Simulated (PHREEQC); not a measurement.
# Ultrapure water in contact with air or piping: speciation

A made-up water analysis in mg/L, 25 °C, pH 5.5, pe 12.3:

| constituent | mg/L |
|---|---|
| Na | 0.306 |
| K | 0.346 |
| Ca | 0.207 |
| Mg | 0.184 |
| Cl | 0.635 |
| S(6) as SO4 | 0.457 |
| Alkalinity as HCO3 | 1.19 |
| Br | 0.0386 |
| Sr | 0.00439 |
| Pb | 0.2 |
| O(0) (dissolved oxygen) | 0.0428 |

Valence states are taken as typed.

The numbers come from PHREEQC with the ion-association model, wateq4f.dat.

```yaml
ionic_strength: 7.01e-5 mol/kgw
charge_balance_error: 2.2 %
```

| species | molality | activity | log γ |
|---|---|---|---|
| CO2 | 0.000160 | 0.000160 | 0.000 |
| HCO3- | 2.27e-5 | 2.24e-5 | -0.004 |
| Cl- | 1.79e-5 | 1.77e-5 | -0.004 |
| Na+ | 1.33e-5 | 1.32e-5 | -0.004 |
| K+ | 8.85e-6 | 8.76e-6 | -0.004 |
| Mg+2 | 7.56e-6 | 7.27e-6 | -0.017 |
| Ca+2 | 5.16e-6 | 4.96e-6 | -0.017 |
| SO4-2 | 4.74e-6 | 4.56e-6 | -0.017 |
| H+ | 3.19e-6 | 3.16e-6 | -0.004 |
| O2 | 1.34e-6 | 1.34e-6 | 0.000 |

Precipitation was switched off in this run. Complexes and solids missing from the database can't appear.
